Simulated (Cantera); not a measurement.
**Stirred combustor or abatement burner**

A perfectly stirred reactor is fed with 1.19 % CH4, 1.55 % C2H6, 0.143 % C3H8, 9.25 % O2, 87.9 % N2, equivalence ratio 0.92, at 550000 Pa; it is adiabatic with a 548 K inlet, and is followed from long to short residence time, starting on the burning branch (τ in s: 0.043, 0.022, 0.011, 0.0055, 0.0028, 0.0014, 0.00069, 0.00035, 0.00018, 8.8e-05, 4.4e-05, 2.2e-05).

Model: GRI-Mech 3.0 (53 species, 325 reactions), integrated in Cantera.

```tsv
τ (s)	T (K)	x CH4	x C2H6	x C3H8	x NO2	x HCN	x CO2
0.043	1534	7.97e-6	2.35e-6	2.32e-7	3.18e-8	4.74e-8	0.0461
0.022	1530	1.31e-5	3.78e-6	3.69e-7	2.90e-8	7.25e-8	0.0457
0.011	1524	2.28e-5	6.31e-6	6.02e-7	2.64e-8	1.17e-7	0.0451
0.0055	1514	4.26e-5	1.10e-5	1.02e-6	2.42e-8	1.92e-7	0.0441
0.0028	1496	9.19e-5	2.12e-5	1.89e-6	2.09e-8	2.96e-7	0.0422
0.0014	548	0.0119	0.0155	0.00143	<1e-12	<1e-12	<1e-12
0.00069	548	0.0119	0.0155	0.00143	<1e-12	<1e-12	<1e-12
0.00035	548	0.0119	0.0155	0.00143	<1e-12	<1e-12	<1e-12
0.00018	548	0.0119	0.0155	0.00143	<1e-12	<1e-12	<1e-12
8.8e-5	548	0.0119	0.0155	0.00143	<1e-12	<1e-12	<1e-12
4.4e-5	548	0.0119	0.0155	0.00143	<1e-12	<1e-12	<1e-12
2.2e-5	548	0.0119	0.0155	0.00143	<1e-12	<1e-12	<1e-12
```
x: mole fraction; the columns are a selection and need not sum to one.
